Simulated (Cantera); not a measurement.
An adiabatic, constant-pressure homogeneous reactor starts with CH4 : O2 : N2 = 1 : 2.5 : 9.4 (molar parts), equivalence ratio 0.80, at 1750 K and 101000 Pa. Integrator tolerance rtol = 1e-08.

Computed with Cantera and GRI-Mech 3.0 (53 species, 325 reactions).

Problem. What does this change do: initial temperature 1750 to 1823 K?

Solution. 
```
quantity                                                              before                                      after
---------------------------------  -----------------------------------------  -----------------------------------------
time of steepest temperature rise                                   0.150 ms                                    96.2 µs
temperature at 0.600 s                                                2758 K                                     2785 K
equilibrium temperature                                               2758 K                                     2785 K
x(CH4) at 0.600 s                      <1e-12 (gas-phase equilibrium <1e-12)      <1e-12 (gas-phase equilibrium <1e-12)
x(O2) at 0.600 s                       0.0416 (gas-phase equilibrium 0.0416)      0.0420 (gas-phase equilibrium 0.0420)
x(CO2) at 0.600 s                      0.0461 (gas-phase equilibrium 0.0461)      0.0440 (gas-phase equilibrium 0.0440)
x(CH2O) at 0.600 s                 1.31e-10 (gas-phase equilibrium 1.31e-10)  1.51e-10 (gas-phase equilibrium 1.51e-10)
x(C2H4) at 0.600 s                     <1e-12 (gas-phase equilibrium <1e-12)      <1e-12 (gas-phase equilibrium <1e-12)
x(CH2) at 0.600 s                      <1e-12 (gas-phase equilibrium <1e-12)      <1e-12 (gas-phase equilibrium <1e-12)
```
